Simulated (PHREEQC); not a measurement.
A column of 0.5 m (30 cells, dispersivity 0.018 m, 60 s a shift, diffusion coefficient 3e-10 m²/s) holds 0.017 eq of the database's cation exchanger X per kg of pore water, first in equilibrium with 25 mmol/kgw KCl and 0.01 mmol/kgw HCl. It is flushed with 20 mmol/kgw (NH4)2SO4 and 0.01 mmol/kgw HCl, at 15 °C. Values are for the last cell. No CO2 enters from the air. No solid was allowed to form.

Base run: PHREEQC, ion-association model, phreeqc.dat. Each further column changes one thing. The table gives NH4 in solution (mol/kgw).

| pore volumes | base | exchange capacity from 0.017 to 0.0085 eq/kgw | dispersivity from 0.018 to 0.036 m |
|---|---|---|---|
| 0 | 0 | 0 | 0 |
| 0.4167 | 3.93e-8 | 7.97e-7 | 1.31e-5 |
| 0.9167 | 0.00328 | 0.00770 | 0.00672 |
| 1.317 | 0.0189 | 0.0270 | 0.0203 |
| 1.717 | 0.0313 | 0.0366 | 0.0302 |
| 2.117 | 0.0370 | 0.0393 | 0.0354 |
| 2.617 | 0.0393 | 0.0399 | 0.0383 |
| 3.017 | 0.0398 | 0.0400 | 0.0393 |
